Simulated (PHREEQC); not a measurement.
Dissolve 0.04 mol AlCl3 per kg of water at 20 °C. It is in equilibrium with CO2 at log p = -1 (atm). Otherwise closed; pH follows from the charge balance.

The numbers come from PHREEQC with the ion-association model, phreeqc.dat.

Each row changes one thing in this solution. Precipitation was switched off in this run.

```csv
case,pH,Al+3 (mol/kgw),AlOH+2 (mol/kgw),HCO3- (mol/kgw),Al(OH)2+ (mol/kgw),(CO2)2 (mol/kgw),SI of Gibbsite (Al(OH)3)
as made,3.51,0.0396,0.000379,7.10e-6,2.44e-6,2.25e-7,-0.19
AlCl3 from 0.04 to 0.004 mol/kgw,3.89,0.00387,0.000125,1.45e-5,3.17e-6,2.36e-7,+0.38
diluted 2-fold with water,…,0.0197,0.000271,8.89e-6,2.74e-6,2.31e-7,+0.01
diluted 10-fold with water,3.89,0.00387,0.000125,1.45e-5,3.17e-6,2.36e-7,+0.38
temperature from 20 to 60 °C,2.99,0.0387,…,1.13e-6,4.24e-5,1.21e-7,…
```

**Question.** Fill in the missing entries.

**Answer.** 
- diluted 2-fold with water, pH: 3.63
- temperature from 20 to 60 °C, AlOH+2 (mol/kgw): 0.00123
- temperature from 20 to 60 °C, SI of Gibbsite (Al(OH)3): +0.23

Complexes and solids missing from the database can't appear. Some of these states are supersaturated (in Gibbsite (slow to form), for instance). At this temperature some constants are extrapolated from 25 °C, and those without enthalpy data are left unchanged.
